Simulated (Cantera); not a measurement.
NO annealing gas

An isothermal, constant-pressure homogeneous reactor starts with NO : N₂ = 1 : 3.4 (molar parts), at 2050 K and 0.133 bar.

Cantera simulation using GRI-Mech 3.0 (53 species, 325 reactions); the numbers are that mechanism's predictions, not measurements.

```tsv
t (s)	x NO	x N₂O	x O	x NO₂	x O₂	x N₂
0.000800	0.227	7.64e-6	9.94e-6	6.39e-7	2.30e-7	0.773
0.00250	0.227	1.70e-5	3.61e-5	3.18e-6	2.75e-6	0.773
0.00779	0.227	2.37e-5	0.000118	1.09e-5	3.83e-5	0.773
0.0243	0.226	2.34e-5	0.000195	1.73e-5	0.000343	0.773
0.0758	0.224	2.28e-5	0.000218	1.96e-5	0.00150	0.774
0.237	0.216	2.09e-5	0.000274	2.48e-5	0.00535	0.778
0.738	0.190	1.55e-5	0.000409	3.43e-5	0.0185	0.791
2.30	0.113	5.22e-6	0.000655	3.43e-5	0.0565	0.829
7.19	0.0232	3.27e-7	0.000857	9.37e-6	0.102	0.874
22.4	0.00692	1.47e-7	0.000888	2.90e-6	0.110	0.883
70.0	0.00673	1.46e-7	0.000888	2.82e-6	0.110	0.883
```
x: mole fraction; the columns are a selection and need not sum to one.

Equilibrium at this temperature and pressure: NO 0.00673, N₂O 1.46e-7, O 0.000888, NO₂ 2.82e-6, O₂ 0.110, N₂ 0.883 (gas phase only).
